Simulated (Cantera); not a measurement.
An isothermal, constant-pressure homogeneous reactor starts with NO : N₂ = 1 : 0.1 (molar parts), at 1698 K and 0.440 bar.

Computed with Cantera and GRI-Mech 3.0 (53 species, 325 reactions).

Problem. Predict: x(NO) at 100 s; x(N₂) at 100 s; x(NO₂) at 100 s; x(O₂) at 100 s; x(O) at 100 s.

Solution. 
```json
{
  "x(NO) at 100 s": "0.0743 (gas-phase equilibrium 0.00353)",
  "x(N₂) at 100 s": "0.508 (gas-phase equilibrium 0.544)",
  "x(NO₂) at 100 s": "0.000218 (gas-phase equilibrium 1.08e-5)",
  "x(O₂) at 100 s": "0.417 (gas-phase equilibrium 0.453)",
  "x(O) at 100 s": "4.30e-5 (gas-phase equilibrium 4.47e-5)"
}
```
